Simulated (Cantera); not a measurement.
Cantera run, input and output.

```python
import numpy as np
import cantera as ct

gas = ct.Solution("h2o2.yaml")
gas.TPX = 600, 16000, {'H2': 1, 'O2': 0.455, 'N2': 1.71}
flame = ct.FreeFlame(gas, width=0.14)
flame.set_refine_criteria(ratio=3, slope=0.08, curve=0.16)
flame.transport_model = "mixture-averaged"
flame.solve(loglevel=0, auto=True)
z, T = flame.grid, flame.T
thick = (T[-1] - T[0]) / np.gradient(T, z).max()
show = ['H2', 'O2', 'HO2', 'H2O2', 'H2O', 'H']
print(f"laminar burning velocity  {flame.velocity[0] * 100:.3f} cm/s")
print(f"burnt temperature         {T[-1]:.1f} K")
print(f"thermal thickness         {thick * 1e3:.4f} mm")
print(f"grid points               {len(z)}")
z0 = z[flame.heat_release_rate.argmax()]
print(f"{'z/mm':>9s}{'T/K':>9s}{'u/(m/s)':>9s}" + "".join(f"{s:>11s}" for s in show))
rows = []
for k in (-3, -2, -1.5, -1, -0.5, -0.25, 0, 0.25, 0.5, 1, 2, 4, 8):
    zz = z0 + k * thick
    rows.append([k * thick, np.interp(zz, z, T), np.interp(zz, z, flame.velocity),
                 *(np.interp(zz, z, flame.X[gas.species_index(s)]) for s in show)])
    print(f"{rows[-1][0] * 1e3:9.3f}{rows[-1][1]:9.1f}{rows[-1][2]:9.3f}" + "".join(f"{x:11.3e}" for x in rows[-1][3:]))
```

Result:

```
laminar burning velocity  640.047 cm/s
burnt temperature         2457.7 K
thermal thickness         5.1209 mm
grid points               137
     z/mm      T/K  u/(m/s)         H2         O2        HO2       H2O2        H2O          H
  -15.363    600.0    6.400  3.160e-01  1.438e-01  4.829e-14  3.759e-17 -2.022e-16  6.666e-16
  -10.242    600.0    6.400  3.160e-01  1.438e-01  2.627e-11  3.371e-16  5.274e-13  2.847e-12
   -7.681    600.0    6.400  3.160e-01  1.438e-01  1.369e-09  2.408e-14  2.741e-11  2.930e-10
   -5.121    600.0    6.400  3.160e-01  1.438e-01  2.542e-07  3.416e-11  1.100e-08  1.168e-07
   -2.560    605.9    6.458  3.148e-01  1.437e-01  5.638e-05  4.666e-07  3.687e-04  2.573e-04
   -1.280    720.8    7.606  2.940e-01  1.403e-01  4.112e-05  9.247e-07  1.048e-02  8.288e-03
    0.000   1121.2   11.473  1.536e-01  9.112e-02  1.680e-05  7.859e-07  1.128e-01  6.997e-02
    1.280   1400.1   14.139  6.050e-02  3.385e-02  5.687e-06  8.755e-07  2.144e-01  9.791e-02
    2.560   1519.2   15.226  5.687e-02  2.760e-02  4.040e-06  6.699e-07  2.260e-01  8.908e-02
    5.121   1660.5   16.479  5.958e-02  2.457e-02  3.038e-06  4.002e-07  2.331e-01  7.469e-02
   10.242   1817.8   17.829  6.111e-02  2.130e-02  2.227e-06  2.096e-07  2.423e-01  5.943e-02
   20.484   1981.8   19.190  6.066e-02  1.776e-02  1.604e-06  1.111e-07  2.539e-01  4.477e-02
   40.967   2142.7   20.481  5.811e-02  1.410e-02  1.195e-06  6.672e-08  2.673e-01  3.180e-02
```

Computed with Cantera and the H2/O2 subset of GRI-Mech 3.0, which has no nitrogen chemistry. Burning velocities carry a grid error of a few per cent, more on coarse grids.
